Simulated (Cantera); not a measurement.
A freely propagating, adiabatic, planar premixed flame of 8.70 % C2H4, 18.6 % O2, 70.1 % N2, 2.61 % CO2, equivalence ratio 1.4, unburnt at 375 K and 1.00 bar; mixture-averaged transport, grid criteria slope 0.08 and curve 0.16, no radiation.

Model: GRI-Mech 3.0 (53 species, 325 reactions), integrated in Cantera. GRI-Mech 3.0 was tuned for natural gas; its chemistry of ethylene as a main component is partial and can be far from experiment. Burning velocities carry a grid error of a few per cent, more on coarse grids.

### Question
Predict: laminar burning velocity; thermal thickness; peak x(C2H); peak x(C2H2); peak x(CH2O); peak x(HO2).

### Answer
laminar burning velocity: 103 cm/s
thermal thickness: 0.252 mm
peak x(C2H): 1.28e-5
peak x(C2H2): 0.00582
peak x(CH2O): 0.00227
peak x(HO2): 0.000792
